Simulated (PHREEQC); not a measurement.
# Buffer: an equilibrium model

Make-up at 25 °C: 0.01 mol KHCO3 and 0.0027 mol Na2CO3 per kg of water. Closed to the air; pH follows from the charge balance.

Equilibrium calculation in PHREEQC: ion-association model, wateq4f.dat.

```json
{
 "pH": "9.56",
 "ionic_strength": "0.0177 mol/kgw",
 "total_alkalinity": "15.4 meq/kg"
}
```

```
species  molality  activity   log γ
-------  --------  --------  ------
HCO3-      0.0100   0.00882  -0.055
K+         0.0100   0.00874  -0.059
Na+       0.00523   0.00459  -0.056
CO3-2     0.00252   0.00152  -0.220
NaCO3-   0.000147  0.000130  -0.055
OH-       4.20e-5   3.67e-5  -0.059
NaHCO3    2.27e-5   2.28e-5   0.002
CO2       5.39e-6   5.41e-6   0.002
```

Precipitation was switched off in this run. Complexes and solids missing from the database can't appear.
